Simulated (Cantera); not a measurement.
Cantera run, input and output.

```python
import numpy as np
import cantera as ct

gas = ct.Solution("gri30.yaml")
gas.TPX = 550, 270000, {'C2H4': 1, 'O2': 2.31, 'N2': 10.6, 'H2O': 0.3}
flame = ct.FreeFlame(gas, width=0.02)
flame.set_refine_criteria(ratio=3, slope=0.08, curve=0.16)
flame.transport_model = "mixture-averaged"
flame.solve(loglevel=0, auto=True)
z, T = flame.grid, flame.T
thick = (T[-1] - T[0]) / np.gradient(T, z).max()
show = ['C2H4', 'O2', 'H2O', 'H', 'CO2', 'HO2']
print(f"laminar burning velocity  {flame.velocity[0] * 100:.3f} cm/s")
print(f"burnt temperature         {T[-1]:.1f} K")
print(f"thermal thickness         {thick * 1e3:.4f} mm")
print(f"grid points               {len(z)}")
z0 = z[flame.heat_release_rate.argmax()]
print(f"{'z/mm':>9s}{'T/K':>9s}{'u/(m/s)':>9s}" + "".join(f"{s:>11s}" for s in show))
rows = []
for k in (-3, -2, -1.5, -1, -0.5, -0.25, 0, 0.25, 0.5, 1, 2, 4, 8):
    zz = z0 + k * thick
    rows.append([k * thick, np.interp(zz, z, T), np.interp(zz, z, flame.velocity),
                 *(np.interp(zz, z, flame.X[gas.species_index(s)]) for s in show)])
    print(f"{rows[-1][0] * 1e3:9.3f}{rows[-1][1]:9.1f}{rows[-1][2]:9.3f}" + "".join(f"{x:11.3e}" for x in rows[-1][3:]))
```

Output:

```
laminar burning velocity  142.906 cm/s
burnt temperature         2250.3 K
thermal thickness         0.1086 mm
grid points               148
     z/mm      T/K  u/(m/s)       C2H4         O2        H2O          H        CO2        HO2
   -0.326    550.1    1.430  7.032e-02  1.624e-01  2.111e-02  3.658e-14  7.622e-08  2.144e-07
   -0.217    550.7    1.434  7.022e-02  1.622e-01  2.117e-02  3.661e-12  9.123e-07  1.915e-06
   -0.163    554.0    1.445  7.003e-02  1.616e-01  2.150e-02  1.166e-10  6.969e-06  1.092e-05
   -0.109    576.5    1.511  6.924e-02  1.593e-01  2.363e-02  6.612e-09  6.974e-05  7.748e-05
   -0.054    833.7    2.223  5.915e-02  1.377e-01  4.269e-02  1.883e-05  1.688e-03  7.363e-04
   -0.027   1214.9    3.297  3.888e-02  1.031e-01  6.826e-02  4.564e-04  6.059e-03  8.282e-04
    0.000   1604.0    4.433  1.483e-02  6.312e-02  9.478e-02  2.125e-03  1.385e-02  3.423e-04
    0.027   1860.4    5.191  2.661e-03  3.385e-02  1.121e-01  4.740e-03  2.359e-02  6.858e-05
    0.054   1985.1    5.543  2.232e-04  1.748e-02  1.201e-01  7.284e-03  3.369e-02  1.698e-05
    0.109   2056.5    5.712  4.850e-07  6.284e-03  1.225e-01  9.715e-03  4.910e-02  4.527e-06
    0.217   2104.4    5.810  1.819e-11  2.845e-03  1.210e-01  9.252e-03  6.002e-02  2.213e-06
    0.434   2151.3    5.918  1.202e-15  1.651e-03  1.226e-01  7.025e-03  6.308e-02  1.290e-06
    0.869   2193.3    6.018  4.818e-20  8.349e-04  1.255e-01  4.646e-03  6.388e-02  6.409e-07
```

Cantera simulation using GRI-Mech 3.0 (53 species, 325 reactions); the numbers are that mechanism's predictions, not measurements. GRI-Mech 3.0 was tuned for natural gas; its chemistry of ethylene as a main component is partial and can be far from experiment. Burning velocities carry a grid error of a few per cent, more on coarse grids.
